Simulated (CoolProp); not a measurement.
Vapour-liquid equilibrium of R143a (1) + R1234yf (2) at 7.05 °C; x and y are mole fractions of (1).

The numbers come from the multi-fluid Helmholtz-energy mixture model, Lemmon and Jacobsen 2000 and Lemmon 2022; pair parameters Bell 2016 in CoolProp.

```
x     bubble pressure (MPa)  y at the bubble point  dew pressure at overall composition x (MPa)  liquid density (mol/L)
----  ---------------------  ---------------------  -------------------------------------------  ----------------------
0.05                 0.4190                  0.090                                       0.4097                   10.19
0.2                  0.4779                  0.312                                       0.4466                   10.42
0.35                 0.5342                  0.487                                       0.4893                   10.67
0.5                  0.5889                  0.631                                       0.5389                   10.92
0.65                 0.6426                  0.756                                       0.5965                   11.20
0.8                  0.6959                  0.867                                       0.6630                   11.48
0.95                 0.7494                  0.968                                       0.7395                   11.79
```

No azeotrope shows between x = 0.05 and 0.95.

Pair parameters are fitted to limited data, so mixtures are less certain than the pure fluids.
